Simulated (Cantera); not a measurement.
Adiabatic ignition

An adiabatic, constant-pressure homogeneous reactor starts with 8.03 % C2H4, 18.5 % O2, 69.7 % N2, 3.77 % CO2, equivalence ratio 1.3, at 1650 K and 10.0 bar.

Computed with Cantera and GRI-Mech 3.0 (53 species, 325 reactions). GRI-Mech 3.0 was tuned for natural gas; its chemistry of ethylene as a main component is partial and can be far from experiment. Above 3000 K some thermodynamic fits are extrapolated.

```json
[
 {"t (s)": "2.00e-6", "T (K)": "1771", "x C2H4": "0.0567", "x O2": "0.160", "x CO2": "0.0381", "x N2O": "2.94e-8", "x HCN": "3.38e-8", "x OH": "0.00120", "x C2H2": "0.00217"},
 {"t (s)": "5.22e-6", "T (K)": "2897", "x C2H4": "<1e-12", "x O2": "0.0133", "x CO2": "0.0672", "x N2O": "7.92e-7", "x HCN": "4.38e-9", "x OH": "0.0195", "x C2H2": "<1e-12"},
 {"t (s)": "1.36e-5", "T (K)": "3041", "x C2H4": "<1e-12", "x O2": "0.00898", "x CO2": "0.0751", "x N2O": "1.13e-6", "x HCN": "1.59e-8", "x OH": "0.0166", "x C2H2": "<1e-12"},
 {"t (s)": "3.56e-5", "T (K)": "3052", "x C2H4": "<1e-12", "x O2": "0.00802", "x CO2": "0.0757", "x N2O": "1.19e-6", "x HCN": "2.74e-8", "x OH": "0.0158", "x C2H2": "<1e-12"},
 {"t (s)": "9.28e-5", "T (K)": "3043", "x C2H4": "<1e-12", "x O2": "0.00731", "x CO2": "0.0749", "x N2O": "1.25e-6", "x HCN": "4.24e-8", "x OH": "0.0151", "x C2H2": "<1e-12"},
 {"t (s)": "0.000242", "T (K)": "3038", "x C2H4": "<1e-12", "x O2": "0.00692", "x CO2": "0.0745", "x N2O": "1.32e-6", "x HCN": "5.13e-8", "x OH": "0.0148", "x C2H2": "<1e-12"},
 {"t (s)": "0.000632", "T (K)": "3038", "x C2H4": "<1e-12", "x O2": "0.00689", "x CO2": "0.0745", "x N2O": "1.32e-6", "x HCN": "5.20e-8", "x OH": "0.0147", "x C2H2": "<1e-12"},
 {"t (s)": "0.00165", "T (K)": "3038", "x C2H4": "<1e-12", "x O2": "0.00689", "x CO2": "0.0745", "x N2O": "1.32e-6", "x HCN": "5.20e-8", "x OH": "0.0147", "x C2H2": "<1e-12"},
 {"t (s)": "0.00431", "T (K)": "3038", "x C2H4": "<1e-12", "x O2": "0.00689", "x CO2": "0.0745", "x N2O": "1.32e-6", "x HCN": "5.20e-8", "x OH": "0.0147", "x C2H2": "<1e-12"},
 {"t (s)": "0.0112", "T (K)": "3038", "x C2H4": "<1e-12", "x O2": "0.00689", "x CO2": "0.0745", "x N2O": "1.32e-6", "x HCN": "5.20e-8", "x OH": "0.0147", "x C2H2": "<1e-12"},
 {"t (s)": "0.0294", "T (K)": "3038", "x C2H4": "<1e-12", "x O2": "0.00689", "x CO2": "0.0745", "x N2O": "1.32e-6", "x HCN": "5.20e-8", "x OH": "0.0147", "x C2H2": "<1e-12"},
 {"t (s)": "0.0766", "T (K)": "3038", "x C2H4": "<1e-12", "x O2": "0.00689", "x CO2": "0.0745", "x N2O": "1.32e-6", "x HCN": "5.20e-8", "x OH": "0.0147", "x C2H2": "<1e-12"},
 {"t (s)": "0.200", "T (K)": "3038", "x C2H4": "<1e-12", "x O2": "0.00689", "x CO2": "0.0745", "x N2O": "1.32e-6", "x HCN": "5.20e-8", "x OH": "0.0147", "x C2H2": "<1e-12"}
]
```
x: mole fraction; the columns are a selection and need not sum to one.

```json
{
  "time_of_steepest_temperature_rise": "2.63 µs",
  "temperature at 0.200 s": "3038 K",
  "equilibrium_temperature": "3038 K",
  "x(C2H4) at 0.200 s": "<1e-12 (gas-phase equilibrium <1e-12)",
  "x(O2) at 0.200 s": "0.00689 (gas-phase equilibrium 0.00689)",
  "x(CO2) at 0.200 s": "0.0745 (gas-phase equilibrium 0.0745)"
}
```
